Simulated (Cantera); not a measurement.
Input: 1 mol Si2H6, 0.43 mol HCl, 75 mol H2, equilibrated at 1073.15 K and 2.10 mbar.

Method: chemical equilibrium by Gibbs-energy minimisation in Cantera with the NASA 1993 tables (ideal gas, pure condensed phases). Candidate condensed phases: Si; 19 gas species. The feed counts by its element totals alone. Equilibrium is a limit: real reactors are often held back by kinetics, nucleation or transport.

**Question.** What is the equilibrium state?

**Answer.** 
```
Item           Result
----------  ---------
x(H2)           0.995
x(HCl)        0.00536
x(SiCl2)      5.61e-5
x(SiHCl3)     1.85e-6
x(SiCl3)      1.69e-6
n(Si(s))     2.00 mol
gas amount  78.43 mol
```
